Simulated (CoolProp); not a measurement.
Vinyl chloride along the isobar 19.5 bar: density (kg/m³) from the reference equation and from simpler models built on Tc = 425.0 K, pc = 56.00 bar, ω = 0.160; each cubic takes its own stable root.

Model: reference Helmholtz-energy equation of state, Thol 2022, in CoolProp.

| T (K) | phase | reference |
|---|---|---|
| 185.7 | liquid | 1101 |
| 192.4 | liquid | 1089 |
| 199.1 | liquid | 1077 |
| 205.8 | liquid | 1066 |
| 212.5 | liquid | 1054 |
| 219.2 | liquid | 1042 |
| 225.9 | liquid | 1031 |
| 232.6 | liquid | 1019 |
| 239.3 | liquid | 1008 |
| 246 | liquid | 995.9 |

**Question.** How far does each simpler model (Redlich-Kwong, Soave-Redlich-Kwong, Peng-Robinson) lie from the reference over these 10 states: mean and median of the absolute difference, and the worst?

**Answer.** 
- Redlich-Kwong: mean 8.4 %, median 8.2 %, worst -9.1 % at 185.7 K and 19.5 bar
- Soave-Redlich-Kwong: mean 7.6 %, median 7.5 %, worst -8.7 % at 185.7 K and 19.5 bar
- Peng-Robinson: mean 4.0 %, median 4.2 %, worst +5.1 % at 246 K and 19.5 bar
